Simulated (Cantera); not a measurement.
Cantera run, input and output.

```python
import numpy as np
import cantera as ct

gas = ct.Solution("gri30.yaml")
gas.TPX = 1698, 100000, {'CH4': 1, 'O2': 1.05, 'N2': 3.96, 'H2O': 0.22}
reactor = ct.IdealGasReactor(gas, energy="on", clone=False)
net = ct.ReactorNet([reactor])
net.rtol, net.atol = 1e-08, 1e-16
show = ['CH4', 'O2', 'H2O', 'H2O2', 'O', 'CH3', 'NO']
times = np.geomspace(4e-06, 1, 16)

steps = ct.SolutionArray(gas, extra=["t"])
rows = []
print(f"{'t/s':>10s}{'T/K':>9s}{'P/Pa':>11s}" + "".join(f"{s:>11s}" for s in show))
for t in times:
    while net.time < t:
        t_next = net.step()
        steps.append(gas.state, t=t_next)
    rows.append([np.interp(t, steps.t, y) for y in (steps.T, steps.P, *steps(*show).X.T)])
    print(f"{t:10.3e}{rows[-1][0]:9.1f}{rows[-1][1]:11.4g}" + "".join(f"{x:11.3e}" for x in rows[-1][2:]))
rate = np.gradient(steps.T, steps.t)
print("integrator steps:", len(steps.t))
if steps.T.max() > steps.T[0] + 200:
    print(f"time of steepest temperature rise: {steps.t[rate.argmax()]:.4e} s")
gas.TPX = 1698, 100000, {'CH4': 1, 'O2': 1.05, 'N2': 3.96, 'H2O': 0.22}
gas.equilibrate("UV")
print(f"equilibrium (UV): T = {gas.T:.1f} K  " + "  ".join(f"{s} {gas[s].X[0]:.3e}" for s in show))
```

Output:

```
       t/s      T/K       P/Pa        CH4         O2        H2O       H2O2          O        CH3         NO
 4.000e-06   1697.9  9.999e+04  1.605e-01  1.685e-01  3.532e-02  1.043e-07  8.645e-08  2.315e-05  5.097e-14
 9.161e-06   1697.7  9.999e+04  1.604e-01  1.685e-01  3.533e-02  2.485e-07  1.216e-07  5.790e-05  1.561e-13
 2.098e-05   1697.5  9.997e+04  1.603e-01  1.685e-01  3.536e-02  4.451e-07  2.199e-07  1.523e-04  5.587e-13
 4.804e-05   1697.2  9.997e+04  1.599e-01  1.683e-01  3.555e-02  6.011e-07  5.219e-07  4.179e-04  2.574e-12
 1.100e-04   1701.4  1.003e+05  1.573e-01  1.670e-01  3.689e-02  1.415e-06  1.696e-06  1.141e-03  1.734e-11
 2.520e-04   2678.6  1.803e+05  3.558e-03  1.902e-02  1.624e-01  1.481e-06  6.594e-04  5.593e-03  1.512e-05
 5.771e-04   2844.9  1.967e+05  6.999e-12  4.237e-04  1.509e-01  5.902e-08  9.526e-04  2.138e-11  8.991e-04
 1.322e-03   2842.5  1.966e+05  7.124e-12  4.138e-04  1.507e-01  5.798e-08  9.341e-04  2.159e-11  1.334e-03
 3.027e-03   2842.0  1.966e+05  7.154e-12  4.115e-04  1.506e-01  5.774e-08  9.299e-04  2.165e-11  1.432e-03
 6.931e-03   2841.9  1.966e+05  7.155e-12  4.115e-04  1.506e-01  5.774e-08  9.299e-04  2.165e-11  1.434e-03
 1.587e-02   2841.9  1.966e+05  7.155e-12  4.115e-04  1.506e-01  5.774e-08  9.299e-04  2.165e-11  1.434e-03
 3.635e-02   2841.9  1.966e+05  7.155e-12  4.115e-04  1.506e-01  5.774e-08  9.299e-04  2.165e-11  1.434e-03
 8.326e-02   2841.9  1.966e+05  7.155e-12  4.115e-04  1.506e-01  5.774e-08  9.299e-04  2.165e-11  1.434e-03
 1.907e-01   2841.9  1.966e+05  7.155e-12  4.115e-04  1.506e-01  5.774e-08  9.299e-04  2.165e-11  1.434e-03
 4.367e-01   2841.9  1.966e+05  7.155e-12  4.115e-04  1.506e-01  5.774e-08  9.299e-04  2.165e-11  1.434e-03
 1.000e+00   2841.9  1.966e+05  7.155e-12  4.115e-04  1.506e-01  5.774e-08  9.299e-04  2.165e-11  1.434e-03
integrator steps: 1734
time of steepest temperature rise: 2.5151e-04 s
equilibrium (UV): T = 2841.9 K  CH4 8.167e-12  O2 4.115e-04  H2O 1.506e-01  H2O2 5.774e-08  O 9.299e-04  CH3 2.471e-11  NO 1.434e-03
```

Computed with Cantera and GRI-Mech 3.0 (53 species, 325 reactions).
